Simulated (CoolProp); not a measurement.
The numbers come from the reference Helmholtz-energy equation of state, Lemmon and Jacobsen 2000 in CoolProp.

For R143a, give the phase and the cv (kJ/(kg K)), speed of sound (m/s), viscosity (µPa s), conductivity (mW/(m K)) at 356.4 K and 1.41 MPa.


- 356.4 K and 1.41 MPa: gas; cv 0.989, speed of sound 176, viscosity 13.9, conductivity 21.6

Viscosity comes from a separate model (Klein 1997), an estimate that may be off by 10 % or more. Thermal conductivity comes from a separate model (McLinden 2000), an estimate that may be off by 10 % or more.
